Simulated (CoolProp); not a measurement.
Vapour-liquid equilibrium of R22 (1) + dimethyl ether (2) at 262.5 K; x and y are mole fractions of (1).

Values from CoolProp's multi-fluid Helmholtz-energy mixture model, Kamei 1995 and Wu 2011; pair parameters Bell 2016.

Task: Give the bubble pressure and the first vapour's composition at x = 0.35, 0.5, 0.65. Is there an azeotrope?

Result: x = 0.35: 0.1750 MPa, y = 0.389; x = 0.5: 0.1892 MPa, y = 0.618; x = 0.65: 0.2215 MPa, y = 0.814. y crosses x between x = 0.2 and 0.35: the model has an azeotrope there.

The pair parameters rest on a limited set of measurements; away from them the model extrapolates.
